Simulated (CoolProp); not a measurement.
Vapour-liquid equilibrium of R125 (1) + R245fa (2) at 278.9 K; x and y are mole fractions of (1).

Model: multi-fluid Helmholtz-energy mixture model, Lemmon 2005 and Akasaka 2015; pair parameters Bell 2016, in CoolProp.

```json
[
 {"x": "0.05", "bubble pressure (MPa)": "0.1087", "y at the bubble point": "0.387", "dew pressure at overall composition x (MPa)": "0.07222", "liquid density (mol/L)": "10.41"},
 {"x": "0.125", "bubble pressure (MPa)": "?", "y at the bubble point": "0.620", "dew pressure at overall composition x (MPa)": "0.07807", "liquid density (mol/L)": "10.48"},
 {"x": "0.2", "bubble pressure (MPa)": "0.2211", "y at the bubble point": "0.731", "dew pressure at overall composition x (MPa)": "0.08493", "liquid density (mol/L)": "10.54"},
 {"x": "0.275", "bubble pressure (MPa)": "0.2745", "y at the bubble point": "0.797", "dew pressure at overall composition x (MPa)": "0.09309", "liquid density (mol/L)": "10.60"},
 {"x": "0.35", "bubble pressure (MPa)": "?", "y at the bubble point": "0.842", "dew pressure at overall composition x (MPa)": "0.1030", "liquid density (mol/L)": "10.66"},
 {"x": "0.425", "bubble pressure (MPa)": "0.3783", "y at the bubble point": "0.875", "dew pressure at overall composition x (MPa)": "?", "liquid density (mol/L)": "10.71"},
 {"x": "0.5", "bubble pressure (MPa)": "0.4297", "y at the bubble point": "0.900", "dew pressure at overall composition x (MPa)": "0.1306", "liquid density (mol/L)": "10.76"},
 {"x": "0.575", "bubble pressure (MPa)": "0.4813", "y at the bubble point": "0.921", "dew pressure at overall composition x (MPa)": "?", "liquid density (mol/L)": "10.80"},
 {"x": "0.65", "bubble pressure (MPa)": "0.5336", "y at the bubble point": "0.939", "dew pressure at overall composition x (MPa)": "0.1781", "liquid density (mol/L)": "10.83"},
 {"x": "0.725", "bubble pressure (MPa)": "0.5870", "y at the bubble point": "0.954", "dew pressure at overall composition x (MPa)": "0.2171", "liquid density (mol/L)": "10.85"},
 {"x": "0.8", "bubble pressure (MPa)": "0.6419", "y at the bubble point": "0.968", "dew pressure at overall composition x (MPa)": "0.2771", "liquid density (mol/L)": "10.85"},
 {"x": "0.875", "bubble pressure (MPa)": "0.6990", "y at the bubble point": "0.980", "dew pressure at overall composition x (MPa)": "0.3785", "liquid density (mol/L)": "?"},
 {"x": "0.95", "bubble pressure (MPa)": "0.7589", "y at the bubble point": "?", "dew pressure at overall composition x (MPa)": "0.5722", "liquid density (mol/L)": "10.81"}
]
```

Q: Fill in the missing entries.

A: 
- 0.125, bubble pressure (MPa): 0.1661
- 0.35, bubble pressure (MPa): 0.3267
- 0.425, dew pressure at overall composition x (MPa): 0.1152
- 0.575, dew pressure at overall composition x (MPa): 0.1507
- 0.875, liquid density (mol/L): 10.84
- 0.95, y at the bubble point: 0.992

No azeotrope shows between x = 0.05 and 0.95.

The pair parameters rest on a limited set of measurements; away from them the model extrapolates. The gap from Raoult's law changes sign with composition, which may be real or a fault of the pair parameters; it wasn't checked against measurements.
